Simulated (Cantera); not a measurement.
**Low-pressure radical oxidation in H2/O2**

An isothermal, constant-pressure homogeneous reactor starts with 1.57 % H2, 98.4 % O2, at 1050 K and 2.10 Torr.

Cantera simulation using the H2/O2 subset of GRI-Mech 3.0, which has no nitrogen chemistry; the numbers are that mechanism's predictions, not measurements. Radical loss at walls, strong at low pressure, is not modelled.

```
t (s)        x H2   x O2       x O      x OH     x H2O   x H2O2     x HO2
--------  -------  -----  --------  --------  --------  -------  --------
4.00e-5    0.0157  0.984    <1e-12    <1e-12    <1e-12   <1e-12  4.65e-12
0.000132   0.0157  0.984  2.05e-12  2.00e-12    <1e-12   <1e-12  1.53e-11
0.000435   0.0157  0.984  1.83e-11  1.70e-11  2.07e-12   <1e-12  5.05e-11
0.00143    0.0157  0.984  1.36e-10  1.08e-10  4.76e-11   <1e-12  1.67e-10
0.00473    0.0157  0.984   1.21e-9  7.55e-10  9.95e-10   <1e-12  5.51e-10
0.0156     0.0157  0.984   7.54e-8   4.27e-8   9.06e-8   <1e-12   1.99e-9
0.0514    0.00727  0.978   0.00496   0.00168   0.00677  4.15e-8   7.76e-7
0.169     9.96e-5  0.972    0.0114  0.000688    0.0146  5.97e-9   5.29e-7
0.558     7.39e-5  0.975   0.00834  0.000593    0.0150  6.11e-9   4.76e-7
1.84      3.35e-5  0.980   0.00370  0.000400    0.0155  6.22e-9   3.48e-7
6.07      7.13e-6  0.983  0.000785  0.000185    0.0158  5.50e-9   1.67e-7
20.0      9.15e-7  0.984  0.000102   6.68e-5    0.0158  3.40e-9   4.91e-8
```
x: mole fraction; the columns are a selection and need not sum to one.

Equilibrium at this temperature and pressure: H2 1.10e-10, O2 0.984, O 1.26e-8, OH 7.45e-7, H2O 0.0159, H2O2 4.32e-12, HO2 5.82e-10 (gas phase only).
